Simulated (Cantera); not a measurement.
Feed: 1 mol SiCl4, 8.8 mol H2, 0.17 mol HCl, equilibrated at 2400 °C and 0.133 bar.

These are equilibrium values from Cantera (NASA tables, ideal gas, pure condensed phases), not measurements of a reactor. Candidate condensed phases: Si; 19 gas species. The tables' values for SiCl, SiCl3 are old estimates; treat these amounts as uncertain. Gases not in the tables: Si2H6 and higher silanes. Kinetics and transport are ignored.

Base state: H2 0.555, HCl 0.229, H 0.105, SiCl2 0.0347, Si 0.0338, Cl 0.0301, SiCl 0.00988, SiH 0.00190 (mole fractions); condensed: gas only.

Q: What changes in the equilibrium state with this change: H2 from 8.8 to 69 mol?

A: 
```
species    before     after
-------  --------  --------
H2          0.555     0.808
H           0.105     0.126
HCl         0.229    0.0476
SiCl2      0.0347  0.000337
Cl         0.0301   0.00518
Si         0.0338    0.0111
SiCl3    0.000157   2.62e-7
Si3       1.49e-5   5.29e-7
SiCl      0.00988  0.000558
Si2      0.000324   3.50e-5
SiH       0.00190  0.000753
```
The tables' values for SiCl are old estimates; treat these amounts as uncertain.
